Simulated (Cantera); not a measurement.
Charge: 1 mol SiCl4, a varied amount of N2, 15 mol H2, held at 927 °C and 0.133 bar.

Cantera equilibrium calculation (NASA polynomials, part measured and part estimated; ideal gas, pure solids and liquids). Candidate condensed phases: NH4Cl, Si, Si3N4; 28 gas species. N2 is the only nitrogen source here; it is nearly inert below about 1500 K, so the nitride shown seldom forms there in practice. The tables' values for SiCl3 are old estimates; treat these amounts as uncertain. Rates play no part.

x: gas mole fraction; n: condensed amount in mol.

```tsv
n(N2) (mol)	x H2	x N2	x HCl	x SiCl4	x SiHCl3	n Si3N4(s)
0.72	0.777	0.00793	0.207	0.00616	___	0.293
2.1	0.709	0.0791	0.210	0.00167	___	0.322
3.4	0.661	0.139	0.198	0.00105	___	0.325
4.8	0.617	0.196	0.186	0.000744	___	0.327
6.1	0.581	0.243	0.176	0.000581	___	0.328
7.5	0.547	0.287	0.166	0.000464	___	0.329
8.8	0.518	0.324	0.157	0.000388	___	0.330
10	0.494	0.355	0.150	0.000334	___	0.330
```

**Question.** Fill in the missing entries.

**Answer.** 
- 0.72, x SiHCl3: 0.000628
- 2.1, x SiHCl3: 0.000153
- 3.4, x SiHCl3: 9.51e-5
- 4.8, x SiHCl3: 6.72e-5
- 6.1, x SiHCl3: 5.22e-5
- 7.5, x SiHCl3: 4.16e-5
- 8.8, x SiHCl3: 3.47e-5
- 10, x SiHCl3: 2.99e-5
